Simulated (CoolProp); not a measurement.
R134a along the isotherm 293.3 K: Z from the reference equation and from simpler models built on Tc = 374.2 K, pc = 40.59 bar, ω = 0.327; each cubic takes its own stable root.

Computed with CoolProp (reference Helmholtz-energy equation of state, Tillner-Roth 1994).

```tsv
p (bar)	phase	reference
2.03	gas	0.9554
4.06	gas	0.9065
6.09	liquid	0.02080
8.12	liquid	0.02771
10.1	liquid	0.03444
12.2	liquid	0.04156
14.2	liquid	0.04833
16.2	liquid	0.05509
18.3	liquid	0.06217
20.3	liquid	0.06891
```

### Question
How far does each simpler model (Soave-Redlich-Kwong, Peng-Robinson) lie from the reference over these 10 states: mean and median of the absolute difference, and the worst?

### Answer
- Soave-Redlich-Kwong: mean 12.9 %, median 15.8 %, worst +16.1 % at 293.3 K and 6.09 bar
- Peng-Robinson: mean 1.9 %, median 2.1 %, worst +2.3 % at 293.3 K and 6.09 bar
